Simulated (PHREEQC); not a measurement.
**Spent oxide etchant: speciation**

A solution holds 0.096 mol HF, 0.005 mol (NH4)2SiF6, 0.15 mol H3PO4 and 0.019 mol H2SO4 per kg of water, at 25 °C. Closed to the air; pH follows from the charge balance.

Computed with PHREEQC (ion-association model, phreeqc.dat).

Precipitation was switched off in this run.

Problem. What pH, ionic strength, activity of water does the model give?

Solution. pH 1.36; ionic strength 0.0727 mol/kgw; activity of water 0.994.

Problem. In which forms is N present?

Solution. NH4+ 97 %, NH4SO4- 2.9 % of the N.

Complexes and solids missing from the database can't appear. SiF6-2 is the database's only silicon fluoride.
